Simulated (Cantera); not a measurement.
Feed: 1 mol C₆H₆, 0.05 mol NH₃, 0.2 mol N₂, at 4.00 mbar.

Equilibrium computed with Cantera from the NASA thermochemical tables; the gas is ideal and each condensed phase is pure. Candidate condensed phases: C, C₆H₆, C₇H₈, C₈H₁₈; 92 gas species. Rates play no part.

x: gas mole fraction; n: condensed amount in mol.

| T (K) | x H₂ | x H | x N₂ | x HCN | x C₂H₂ (acetylene) | n C(graphite) |
|---|---|---|---|---|---|---|
| 1225 | 0.932 | 4.76e-6 | 0.0682 | 2.46e-5 | 1.51e-7 | 6.00 |
| 1375 | 0.932 | 5.23e-5 | 0.0681 | 0.000102 | 1.66e-6 | 6.00 |
| 1525 | 0.931 | … | 0.0680 | … | … | 6.00 |
| 1675 | 0.930 | … | 0.0677 | … | … | 6.00 |
| 1825 | 0.924 | 0.00669 | 0.0671 | 0.00172 | 0.000199 | 5.99 |
| 1975 | 0.910 | 0.0206 | 0.0658 | 0.00326 | 0.000591 | 5.98 |
| 2125 | 0.875 | 0.0537 | 0.0634 | 0.00552 | 0.00147 | 5.97 |
| 2275 | 0.808 | 0.121 | 0.0595 | 0.00836 | 0.00308 | 5.95 |
| 2425 | 0.692 | 0.235 | 0.0538 | 0.0113 | 0.00541 | 5.91 |
| 2575 | 0.530 | 0.399 | 0.0467 | 0.0134 | 0.00779 | 5.86 |

Q: Complete the blanks.

A: 
- 1525, x H: 0.000361
- 1525, x HCN: 0.000316
- 1525, x C₂H₂ (acetylene): 1.13e-5
- 1675, x H: 0.00177
- 1675, x HCN: 0.000800
- 1675, x C₂H₂ (acetylene): 5.40e-5
